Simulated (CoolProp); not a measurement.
Ethanol along the isotherm 551.8 K: density (kg/m³) from the reference equation and from simpler models built on Tc = 514.7 K, pc = 6.268 MPa, ω = 0.644; each cubic takes its own stable root.

Model: reference Helmholtz-energy equation of state, Schroeder 2014, in CoolProp.

```tsv
p (MPa)	phase	reference
3.92	gas	46.38
7.83	supercritical	128.8
11.8	supercritical	341.6
15.7	supercritical	431.8
19.6	supercritical	473.9
23.5	supercritical	500.9
27.4	supercritical	521.0
31.3	supercritical	537.1
```

### Question
How far does each simpler model (ideal gas, van der Waals, Redlich-Kwong, Soave-Redlich-Kwong, Peng-Robinson) lie from the reference over these 8 states: mean and median of the absolute difference, and the worst?

### Answer
- ideal gas: mean 47.9 %, median 50.0 %, worst -65.3 % at 551.8 K and 11.8 MPa
- van der Waals: mean 26.4 %, median 30.6 %, worst -33.4 % at 551.8 K and 31.3 MPa
- Redlich-Kwong: mean 15.7 %, median 17.9 %, worst -18.5 % at 551.8 K and 19.6 MPa
- Soave-Redlich-Kwong: mean 17.9 %, median 22.2 %, worst -25.5 % at 551.8 K and 15.7 MPa
- Peng-Robinson: mean 13.3 %, median 14.2 %, worst -19.2 % at 551.8 K and 11.8 MPa
